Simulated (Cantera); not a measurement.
Feed: 1 mol SiH₂Cl₂, 87 mol N₂, 0.1 mol H₂, held at 898.15 K and 27.0 Pa.

Method: chemical equilibrium by Gibbs-energy minimisation in Cantera with the NASA 1993 tables (ideal gas, pure condensed phases). Candidate condensed phases: NH₄Cl, Si, Si₃N₄; 28 gas species. N₂ is the only nitrogen source here; it is nearly inert below about 1500 K, so the nitride shown seldom forms there in practice. The numbers say what is thermodynamically allowed, not how fast it happens.

Base state: N₂ 0.977, HCl 0.0197, H₂ 0.00257, SiCl₄ 0.000719 (mole fractions); condensed: Si₃N₄(s).

### Question
What changes in the equilibrium state with this change: N₂ from 87 to 1.4 mol?

### Answer
| species | before | after |
|---|---|---|
| HCl | 0.0197 | 0.434 |
| N₂ | 0.977 | 0.313 |
| H₂ | 0.00257 | 0.181 |
| SiCl₄ | 0.000719 | 0.0722 |
| SiHCl₃ | 2.61e-7 | 8.39e-5 |
| SiCl₃ | 1.27e-6 | 4.85e-5 |
| Si₃N₄(s), mol | 0.312 | 0.267 |
The tables' values for SiCl₃ are old estimates; treat these amounts as uncertain.
